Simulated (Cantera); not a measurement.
Input (Python, Cantera) and output of one run.

```python
import numpy as np
import cantera as ct

gas_names = """
    CL CL2 H HCL H2 Si SiCL SiCL2 SiCL3 SiCL4 SiH SiHCL3 SiH2 SiH2CL2 SiH3 SiH3CL SiH4 Si2 Si3
""".split()
cond_names = """
    Si(cr) Si(L)
""".split()


# ... load() reads the species with a 1 bar reference pressure and builds the phases ...
atoms = {
    'SiCl4': {'Si': 1, 'CL': 4},
    'HCl': {'H': 1, 'CL': 1},
    'H2': {'H': 2},
}
top_T = {}  # K; cautious upper limits of use, not melting points


# ... equilibrate(T, P, feed) seeds the gas with the atoms and calls Mixture.equilibrate('TP', solver="vcs", rtol=1e-11, max_steps=5000) ...
results = []
feed = {'SiCl4': 1, 'HCl': 0.24, 'H2': 11}  # mol
P = 13332.2  # Pa
for T in [2298, 2323, 2348, 2373, 2398, 2423, 2448, 2473, 2498, 2523, 2548, 2573, 2598, 2623]:
    mix = equilibrate(T, P, feed)
    results.append((T, P, feed, dict(zip(mix.species_names, mix.species_moles))))
    x = sorted(zip(gas.X, gas.species_names), reverse=True)
    print(f"T = {T:g} K  P = {P:g} Pa  gas = {mix.phase_moles(0):.4g} mol")
    print("   x: " + "  ".join(f"{s} {v:.3e}" for v, s in x if v > 1e-06))
    print("   condensed (mol): " + ("  ".join(f"{mix.phase(i).name} {mix.phase_moles(i):.4g}"
          for i in range(1, mix.n_phases) if mix.phase_moles(i) > 1e-12) or "none"))
```

Result:

```
T = 2298 K  P = 13332.2 Pa  gas = 13.52 mol
   x: H2 7.216e-01  HCL 1.784e-01  SiCL2 6.312e-02  H 2.228e-02  Si 5.599e-03  CL 3.967e-03  SiCL 3.649e-03  SiH 6.401e-04  SiCL3 4.492e-04  SiH2 2.721e-04  Si2 8.781e-05  Si3 1.341e-05  SiHCL3 6.525e-06  SiH2CL2 3.594e-06  SiCL4 2.474e-06
   condensed (mol): none
T = 2323 K  P = 13332.2 Pa  gas = 13.56 mol
   x: H2 7.164e-01  HCL 1.802e-01  SiCL2 6.122e-02  H 2.524e-02  Si 6.728e-03  CL 4.563e-03  SiCL 4.062e-03  SiH 7.333e-04  SiCL3 4.141e-04  SiH2 2.898e-04  Si2 1.064e-04  Si3 1.552e-05  SiHCL3 5.665e-06  SiH2CL2 3.199e-06  SiCL4 2.107e-06
   condensed (mol): none
T = 2348 K  P = 13332.2 Pa  gas = 13.61 mol
   x: H2 7.107e-01  HCL 1.823e-01  SiCL2 5.914e-02  H 2.851e-02  Si 7.994e-03  CL 5.240e-03  SiCL 4.484e-03  SiH 8.310e-04  SiCL3 3.812e-04  SiH2 3.057e-04  Si2 1.265e-04  Si3 1.750e-05  SiHCL3 4.916e-06  SiH2CL2 2.839e-06  SiCL4 1.797e-06
   condensed (mol): none
T = 2373 K  P = 13332.2 Pa  gas = 13.67 mol
   x: H2 7.045e-01  HCL 1.844e-01  SiCL2 5.689e-02  H 3.210e-02  Si 9.394e-03  CL 6.009e-03  SiCL 4.909e-03  SiH 9.319e-04  SiCL3 3.502e-04  SiH2 3.194e-04  Si2 1.476e-04  Si3 1.926e-05  SiHCL3 4.261e-06  SiH2CL2 2.511e-06  SiCL4 1.535e-06
   condensed (mol): none
T = 2398 K  P = 13332.2 Pa  gas = 13.73 mol
   x: H2 6.978e-01  HCL 1.867e-01  SiCL2 5.449e-02  H 3.605e-02  Si 1.092e-02  CL 6.878e-03  SiCL 5.330e-03  SiH 1.034e-03  SiH2 3.306e-04  SiCL3 3.211e-04  Si2 1.693e-04  Si3 2.069e-05  SiHCL3 3.689e-06  SiH2CL2 2.214e-06  SiCL4 1.311e-06
   condensed (mol): none
T = 2423 K  P = 13332.2 Pa  gas = 13.79 mol
   x: H2 6.906e-01  HCL 1.890e-01  SiCL2 5.196e-02  H 4.035e-02  Si 1.257e-02  CL 7.858e-03  SiCL 5.742e-03  SiH 1.137e-03  SiH2 3.393e-04  SiCL3 2.936e-04  Si2 1.908e-04  Si3 2.172e-05  SiHCL3 3.187e-06  SiH2CL2 1.945e-06  SiCL4 1.120e-06  CL2 1.039e-06
   condensed (mol): none
T = 2448 K  P = 13332.2 Pa  gas = 13.87 mol
   x: H2 6.829e-01  HCL 1.913e-01  SiCL2 4.931e-02  H 4.505e-02  Si 1.432e-02  CL 8.959e-03  SiCL 6.138e-03  SiH 1.238e-03  SiH2 3.452e-04  SiCL3 2.676e-04  Si2 2.115e-04  Si3 2.232e-05  SiHCL3 2.747e-06  SiH2CL2 1.702e-06  CL2 1.187e-06
   condensed (mol): none
T = 2473 K  P = 13332.2 Pa  gas = 13.94 mol
   x: H2 6.747e-01  HCL 1.935e-01  H 5.016e-02  SiCL2 4.658e-02  Si 1.617e-02  CL 1.019e-02  SiCL 6.511e-03  SiH 1.336e-03  SiH2 3.484e-04  SiCL3 2.431e-04  Si2 2.310e-04  Si3 2.247e-05  SiHCL3 2.361e-06  SiH2CL2 1.483e-06  CL2 1.352e-06
   condensed (mol): none
T = 2498 K  P = 13332.2 Pa  gas = 14.03 mol
   x: H2 6.661e-01  HCL 1.957e-01  H 5.570e-02  SiCL2 4.377e-02  Si 1.810e-02  CL 1.157e-02  SiCL 6.855e-03  SiH 1.430e-03  SiH2 3.490e-04  Si2 2.486e-04  SiCL3 2.199e-04  Si3 2.219e-05  SiHCL3 2.022e-06  CL2 1.538e-06  SiH2CL2 1.287e-06
   condensed (mol): none
T = 2523 K  P = 13332.2 Pa  gas = 14.12 mol
   x: H2 6.570e-01  HCL 1.977e-01  H 6.170e-02  SiCL2 4.093e-02  Si 2.009e-02  CL 1.309e-02  SiCL 7.166e-03  SiH 1.518e-03  SiH2 3.470e-04  Si2 2.639e-04  SiCL3 1.981e-04  Si3 2.151e-05  CL2 1.744e-06  SiHCL3 1.726e-06  SiH2CL2 1.112e-06
   condensed (mol): none
T = 2548 K  P = 13332.2 Pa  gas = 14.21 mol
   x: H2 6.475e-01  HCL 1.995e-01  H 6.816e-02  SiCL2 3.807e-02  Si 2.212e-02  CL 1.478e-02  SiCL 7.438e-03  SiH 1.599e-03  SiH2 3.428e-04  Si2 2.766e-04  SiCL3 1.776e-04  Si3 2.051e-05  CL2 1.971e-06  SiHCL3 1.467e-06
   condensed (mol): none
T = 2573 K  P = 13332.2 Pa  gas = 14.31 mol
   x: H2 6.377e-01  HCL 2.010e-01  H 7.512e-02  SiCL2 3.522e-02  Si 2.418e-02  CL 1.663e-02  SiCL 7.666e-03  SiH 1.673e-03  SiH2 3.364e-04  Si2 2.864e-04  SiCL3 1.584e-04  Si3 1.925e-05  CL2 2.220e-06  SiHCL3 1.241e-06
   condensed (mol): none
T = 2598 K  P = 13332.2 Pa  gas = 14.42 mol
   x: H2 6.275e-01  HCL 2.023e-01  H 8.259e-02  SiCL2 3.240e-02  Si 2.625e-02  CL 1.866e-02  SiCL 7.848e-03  SiH 1.738e-03  SiH2 3.281e-04  Si2 2.932e-04  SiCL3 1.404e-04  Si3 1.780e-05  CL2 2.491e-06  SiHCL3 1.044e-06
   condensed (mol): none
T = 2623 K  P = 13332.2 Pa  gas = 14.54 mol
   x: H2 6.169e-01  HCL 2.032e-01  H 9.060e-02  SiCL2 2.964e-02  Si 2.830e-02  CL 2.087e-02  SiCL 7.981e-03  SiH 1.794e-03  SiH2 3.182e-04  Si2 2.969e-04  SiCL3 1.238e-04  Si3 1.623e-05  CL2 2.782e-06
   condensed (mol): none
```

Cantera equilibrium calculation (NASA polynomials, part measured and part estimated; ideal gas, pure solids and liquids). The tables' values for SiCl, SiCl3 are old estimates; treat these amounts as uncertain. Gases not in the tables: Si2H6 and higher silanes.
